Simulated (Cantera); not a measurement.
Charge: 1 mol CH3SiCl3, 0.041 mol C2H4, 9.5 mol H2, 0.13 mol C2H2, equilibrated at 0.520 bar.

Points: T (K) = 1323, 1423, 1523, 1623, 1723, 1823, 1923, 2023, 2123, 2223, 2323, 2423, 2523, 2623.

Cantera's Mixture.equilibrate('TP', solver="vcs", rtol=1e-11, max_steps=5000) on the NASA tables stopped like this:

```
  C2H4 2.094e-06  C2H2,vinylidene 1.508e-06  Si2 1.031e-06
   condensed (mol): C(gr) 0.4401  SiC(b) 0.8037
T = 2423 K  P = 52000 Pa  gas = 12.9 mol
   x: H2 7.546e-01  HCL 1.956e-01  H 2.136e-02  SiCL2 1.582e-02  C2H2,acetylene 5.839e-03  CL 3.939e-03  Si 1.001e-03  SiCL 8.943e-04  SiC2 2.064e-04  SiH 1.869e-04  SiCL3 1.748e-04  Si2C 1.166e-04  SiH2 1.152e-04  CH4 5.054e-05  CH3 2.618e-05  C4H2 1.861e-05  C2HCL 1.525e-05  C2H 1.003e-05  Si2 4.721e-06  SiHCL3 3.918e-06  C2H2,vinylidene 3.477e-06  SiH2CL2 2.524e-06  C2H4 2.207e-06  CH2 1.498e-06  SiCL4 1.304e-06  CL2 1.019e-06
   condensed (mol): C(gr) 0.4223  SiC(b) 0.7594
ERROR: FAILURE its = 5001!

*******************************************************************************
CanteraError thrown by MultiPhase::equilibrate:
VCS solver failed. Return code: -1
*******************************************************************************
```

Question: What got this run through?

Answer: This is not unique; one that fits is The failure is numerical, not chemical. The same input converged with solver="gibbs", rtol=1e-10, max_steps=50000, and the result passed a check of the equilibrium conditions:
```
T = 1323 K  P = 52000 Pa  gas = 12.58 mol
   x: H2 7.829e-01  HCL 2.061e-01  SiCL4 6.336e-03  CH4 2.167e-03  SiHCL3 1.221e-03  SiCL3 7.562e-04  SiCL2 4.936e-04  SiH2CL2 3.373e-05  H 1.946e-06
   condensed (mol): C(gr) 0.426  SiC(b) 0.8887
T = 1423 K  P = 52000 Pa  gas = 12.65 mol
   x: H2 7.726e-01  HCL 2.214e-01  SiCL4 2.341e-03  CH4 1.182e-03  SiCL2 1.015e-03  SiCL3 7.748e-04  SiHCL3 6.342e-04  SiH2CL2 2.620e-05  H 8.096e-06  C2H2,acetylene 2.653e-06  CL 1.901e-06
   condensed (mol): C(gr) 0.3876  SiC(b) 0.9394
T = 1523 K  P = 52000 Pa  gas = 12.68 mol
   x: H2 7.690e-01  HCL 2.266e-01  SiCL2 1.737e-03  SiCL4 8.353e-04  CH4 7.082e-04  SiCL3 6.971e-04  SiHCL3 3.182e-04  H 2.811e-05  SiH2CL2 1.950e-05  C2H2,acetylene 9.086e-06  CL 6.646e-06
   condensed (mol): C(gr) 0.3785  SiC(b) 0.9542
T = 1623 K  P = 52000 Pa  gas = 12.7 mol
   x: H2 7.683e-01  HCL 2.273e-01  SiCL2 2.673e-03  SiCL3 6.007e-04  CH4 4.551e-04  SiCL4 3.150e-04  SiHCL3 1.650e-04  H 8.401e-05  C2H2,acetylene 2.677e-05  CL 1.958e-05  SiH2CL2 1.458e-05  CH3 1.013e-06
   condensed (mol): C(gr) 0.3834  SiC(b) 0.9521
T = 1723 K  P = 52000 Pa  gas = 12.7 mol
   x: H2 7.687e-01  HCL 2.261e-01  SiCL2 3.833e-03  SiCL3 5.128e-04  CH4 3.091e-04  H 2.217e-04  SiCL4 1.287e-04  SiHCL3 9.015e-05  C2H2,acetylene 6.957e-05  CL 5.051e-05  SiH2CL2 1.111e-05  CH3 1.812e-06  C2H4 1.136e-06
   condensed (mol): C(gr) 0.3944  SiC(b) 0.9418
T = 1823 K  P = 52000 Pa  gas = 12.71 mol
   x: H2 7.694e-01  HCL 2.238e-01  SiCL2 5.211e-03  H 5.270e-04  SiCL3 4.380e-04  CH4 2.196e-04  C2H2,acetylene 1.626e-04  CL 1.169e-04  SiCL4 5.690e-05  SiHCL3 5.189e-05  SiH2CL2 8.645e-06  SiCL 3.162e-06  CH3 3.038e-06  C2H4 1.301e-06
   condensed (mol): C(gr) 0.4083  SiC(b) 0.9267
T = 1923 K  P = 52000 Pa  gas = 12.72 mol
   x: H2 7.701e-01  HCL 2.208e-01  SiCL2 6.782e-03  H 1.146e-03  SiCL3 3.751e-04  C2H2,acetylene 3.476e-04  CL 2.472e-04  CH4 1.620e-04  SiHCL3 3.126e-05  SiCL4 2.694e-05  SiCL 1.055e-05  SiH2CL2 6.854e-06  CH3 4.821e-06  SiH2 2.113e-06  C2H4 1.468e-06  Si 1.330e-06
   condensed (mol): C(gr) 0.423  SiC(b) 0.908
T = 2023 K  P = 52000 Pa  gas = 12.73 mol
   x: H2 7.704e-01  HCL 2.171e-01  SiCL2 8.510e-03  H 2.312e-03  C2H2,acetylene 6.882e-04  CL 4.838e-04  SiCL3 3.220e-04  CH4 1.233e-04  SiCL 3.101e-05  SiHCL3 1.958e-05  SiCL4 1.353e-05  CH3 7.299e-06  Si 6.525e-06  SiH2 5.552e-06  SiH2CL2 5.518e-06  SiH 2.656e-06  C2H4 1.635e-06
   condensed (mol): C(gr) 0.4362  SiC(b) 0.8865
T = 2123 K  P = 52000 Pa  gas = 12.74 mol
   x: H2 7.697e-01  HCL 2.129e-01  SiCL2 1.034e-02  H 4.365e-03  C2H2,acetylene 1.275e-03  CL 8.859e-04  SiCL3 2.768e-04  CH4 9.626e-05  SiCL 8.183e-05  Si 2.751e-05  SiH2 1.328e-05  SiHCL3 1.266e-05  CH3 1.060e-05  SiH 8.994e-06  SiCL4 7.139e-06  SiH2CL2 4.498e-06  C2HCL 1.965e-06  SiC2 1.950e-06  C2H4 1.799e-06  Si2C 1.227e-06
   condensed (mol): C(gr) 0.4453  SiC(b) 0.8626
T = 2223 K  P = 52000 Pa  gas = 12.77 mol
   x: H2 7.676e-01  HCL 2.080e-01  SiCL2 1.222e-02  H 7.783e-03  C2H2,acetylene 2.228e-03  CL 1.531e-03  SiCL3 2.381e-04  SiCL 1.966e-04  Si 1.017e-04  CH4 7.668e-05  SiH2 2.928e-05  SiH 2.720e-05  CH3 1.483e-05  SiC2 1.066e-05  SiHCL3 8.412e-06  Si2C 6.450e-06  C2HCL 4.173e-06  SiCL4 3.928e-06  SiH2CL2 3.698e-06  C4H2 2.636e-06  C2H4 1.955e-06
   condensed (mol): C(gr) 0.4474  SiC(b) 0.8358
T = 2323 K  P = 52000 Pa  gas = 12.82 mol
   x: H2 7.629e-01  HCL 2.023e-01  SiCL2 1.408e-02  H 1.319e-02  C2H2,acetylene 3.694e-03  CL 2.512e-03  SiCL 4.349e-04  Si 3.354e-04  SiCL3 2.045e-04  SiH 7.451e-05  CH4 6.199e-05  SiH2 6.002e-05  SiC2 5.009e-05  Si2C 2.926e-05  CH3 2.004e-05  C2HCL 8.243e-06  C4H2 7.332e-06  SiHCL3 5.702e-06  C2H 3.056e-06  SiH2CL2 3.055e-06  SiCL4 2.235e-06  C2H4 2.094e-06  C2H2,vinylidene 1.508e-06  Si2 1.031e-06
   condensed (mol): C(gr) 0.4401  SiC(b) 0.8037
T = 2423 K  P = 52000 Pa  gas = 12.9 mol
   x: H2 7.546e-01  HCL 1.956e-01  H 2.136e-02  SiCL2 1.582e-02  C2H2,acetylene 5.839e-03  CL 3.939e-03  Si 1.001e-03  SiCL 8.943e-04  SiC2 2.064e-04  SiH 1.869e-04  SiCL3 1.748e-04  Si2C 1.166e-04  SiH2 1.152e-04  CH4 5.054e-05  CH3 2.618e-05  C4H2 1.861e-05  C2HCL 1.525e-05  C2H 1.003e-05  Si2 4.721e-06  SiHCL3 3.918e-06  C2H2,vinylidene 3.477e-06  SiH2CL2 2.524e-06  C2H4 2.207e-06  CH2 1.498e-06  SiCL4 1.304e-06  CL2 1.019e-06
   condensed (mol): C(gr) 0.4223  SiC(b) 0.7594
T = 2523 K  P = 52000 Pa  gas = 13.03 mol
   x: H2 7.407e-01  HCL 1.874e-01  H 3.317e-02  SiCL2 1.734e-02  C2H2,acetylene 8.820e-03  CL 5.920e-03  Si 2.736e-03  SiCL 1.721e-03  SiC2 7.579e-04  SiH 4.335e-04  Si2C 4.151e-04  SiH2 2.078e-04  SiCL3 1.480e-04  C4H2 4.341e-05  CH4 4.125e-05  CH3 3.305e-05  C2H 2.977e-05  C2HCL 2.655e-05  Si2 1.910e-05  C2H2,vinylidene 7.425e-06  CH2 3.086e-06  SiHCL3 2.704e-06  C2H4 2.277e-06  SiH2CL2 2.071e-06  SiC 1.407e-06  CL2 1.391e-06  C3 1.363e-06  C3H3,propargyl 1.087e-06  C2H3,vinyl 1.030e-06
   condensed (mol): C(gr) 0.3975  SiC(b) 0.6844
T = 2623 K  P = 52000 Pa  gas = 13.27 mol
   x: H2 7.180e-01  HCL 1.771e-01  H 4.949
```

The gas is ideal and each condensed phase is pure. The feed counts by its element totals alone. The tables' values for SiCl, SiCl3 are old estimates; treat these amounts as uncertain. Gases not in the tables: Si2H6 and higher silanes.
